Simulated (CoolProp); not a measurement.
Chlorine along the isobar 6.87 MPa: density (kg/m³) from the reference equation and from simpler models built on Tc = 143.7 °C, pc = 7.642 MPa, ω = 0.070; each cubic takes its own stable root.

Model: reference Helmholtz-energy equation of state, Thol 2021, in CoolProp.

```json
[
 {"T (°C)": "54.65", "phase": "liquid", "reference": "1317"},
 {"T (°C)": "62.65", "phase": "liquid", "reference": "1290"},
 {"T (°C)": "70.65", "phase": "liquid", "reference": "1262"},
 {"T (°C)": "78.75", "phase": "liquid", "reference": "1231"},
 {"T (°C)": "86.75", "phase": "liquid", "reference": "1200"},
 {"T (°C)": "94.75", "phase": "liquid", "reference": "1165"},
 {"T (°C)": "102.85", "phase": "liquid", "reference": "1127"},
 {"T (°C)": "110.85", "phase": "liquid", "reference": "1086"},
 {"T (°C)": "118.85", "phase": "liquid", "reference": "1037"}
]
```

Problem. How far does each simpler model (van der Waals, Soave-Redlich-Kwong, Peng-Robinson) lie from the reference over these 9 states: mean and median of the absolute difference, and the worst?

Solution. 
- van der Waals: mean 35.5 %, median 35.3 %, worst -36.1 % at 118.85 °C and 6.87 MPa
- Soave-Redlich-Kwong: mean 11.1 %, median 10.7 %, worst -15.1 % at 118.85 °C and 6.87 MPa
- Peng-Robinson: mean 2.2 %, median 2.4 %, worst -4.7 % at 118.85 °C and 6.87 MPa
